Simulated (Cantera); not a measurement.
**Adiabatic ignition**

An adiabatic, constant-pressure homogeneous reactor starts with 8.93 % CH₃OH, 19.1 % O₂, 72.0 % N₂, at 1773 K and 3750 Torr.

Computed with Cantera and GRI-Mech 3.0 (53 species, 325 reactions). GRI-Mech 3.0 was tuned for natural gas; its chemistry of methanol as a main component is partial and can be far from experiment.

```
t (s)     T (K)  x CH₃OH    x O₂    x HCO    x CH₃    x CH₂      x O
--------  -----  -------  ------  -------  -------  -------  -------
6.00e-6    1885   0.0480   0.164  9.68e-5  9.30e-5  3.59e-6  1.47e-5
1.35e-5    2589   <1e-12  0.0639  1.27e-7   <1e-12   <1e-12   0.0139
3.03e-5    2814   <1e-12  0.0592  3.54e-8   <1e-12   <1e-12  0.00715
6.80e-5    2830   <1e-12  0.0581  3.14e-8   <1e-12   <1e-12  0.00663
0.000153   2827   <1e-12  0.0569  3.11e-8   <1e-12   <1e-12  0.00648
0.000343   2821   <1e-12  0.0548  3.06e-8   <1e-12   <1e-12  0.00622
0.000771   2815   <1e-12  0.0524  3.00e-8   <1e-12   <1e-12  0.00593
0.00173    2812   <1e-12  0.0513  2.98e-8   <1e-12   <1e-12  0.00580
0.00389    2812   <1e-12  0.0512  2.98e-8   <1e-12   <1e-12  0.00579
0.00874    2812   <1e-12  0.0512  2.98e-8   <1e-12   <1e-12  0.00579
0.0196     2812   <1e-12  0.0512  2.98e-8   <1e-12   <1e-12  0.00579
0.0441     2812   <1e-12  0.0512  2.98e-8   <1e-12   <1e-12  0.00579
0.0991     2812   <1e-12  0.0512  2.98e-8   <1e-12   <1e-12  0.00579
0.223      2812   <1e-12  0.0512  2.98e-8   <1e-12   <1e-12  0.00579
0.500      2812   <1e-12  0.0512  2.98e-8   <1e-12   <1e-12  0.00579
```
x: mole fraction; the columns are a selection and need not sum to one.

time of steepest temperature rise: 8.22 µs
temperature at 0.500 s: 2812 K
equilibrium temperature: 2812 K
x(CH₃OH) at 0.500 s: <1e-12 (gas-phase equilibrium <1e-12)
x(O₂) at 0.500 s: 0.0512 (gas-phase equilibrium 0.0512)
x(HCO) at 0.500 s: 2.98e-8 (gas-phase equilibrium 2.98e-8)
